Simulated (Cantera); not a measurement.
A freely propagating, adiabatic, planar premixed flame of 10.2 % CH4, 0.620 % C2H6, 18.7 % O2, 70.5 % N2, unburnt at 475 K and 0.760 bar; mixture-averaged transport, grid criteria slope 0.08 and curve 0.16, no radiation.

Computed with Cantera and GRI-Mech 3.0 (53 species, 325 reactions). Burning velocities carry a grid error of a few per cent, more on coarse grids.

x: mole fraction of selected species; z is measured from the peak of heat release.

| z (mm) | T (K) | u (m/s) | x CH4 | x C2H6 | x O2 | x C2H2 | x C2H | x C2H4 |
|---|---|---|---|---|---|---|---|---|
| -1.40 | 475 | 0.830 | 0.101 | 0.00619 | 0.187 | <1e-8 | <1e-8 | 3.90e-8 |
| -0.934 | 477 | 0.835 | 0.101 | 0.00617 | 0.186 | 9.29e-8 | <1e-8 | 7.52e-7 |
| -0.701 | 486 | 0.854 | 0.100 | 0.00615 | 0.185 | 6.75e-7 | <1e-8 | 5.57e-6 |
| -0.467 | [?] | 0.999 | 0.0947 | 0.00601 | 0.179 | 1.03e-5 | <1e-8 | 8.41e-5 |
| -0.234 | [?] | 1.85 | 0.0661 | 0.00487 | 0.140 | 0.000137 | <1e-8 | 0.000834 |
| -0.117 | [?] | 2.66 | 0.0365 | 0.00241 | 0.0960 | 0.000369 | 2.48e-8 | 0.00144 |
| 0 | [?] | 3.38 | 0.00951 | 0.000184 | 0.0478 | 0.000615 | 8.13e-7 | 0.000742 |
| 0.117 | 1985 | 3.69 | 0.000943 | 1.39e-6 | 0.0198 | 0.000204 | 9.62e-7 | 5.55e-5 |
| 0.234 | 2026 | 3.76 | 5.21e-5 | <1e-8 | 0.00970 | 1.86e-5 | 1.30e-7 | 1.09e-6 |
| 0.467 | 2055 | 3.79 | 1.47e-7 | <1e-8 | 0.00529 | 8.83e-8 | <1e-8 | <1e-8 |
| 0.934 | 2088 | 3.84 | <1e-8 | <1e-8 | 0.00397 | <1e-8 | <1e-8 | <1e-8 |
| 1.87 | 2129 | 3.91 | <1e-8 | <1e-8 | 0.00291 | <1e-8 | <1e-8 | <1e-8 |
| 3.74 | 2174 | 3.98 | <1e-8 | <1e-8 | 0.00180 | <1e-8 | <1e-8 | <1e-8 |

Question: Some entries are withheld; supply them.

Answer: 
- -0.467, T (K): 563
- -0.234, T (K): 1022
- -0.117, T (K): 1447
- 0, T (K): 1821
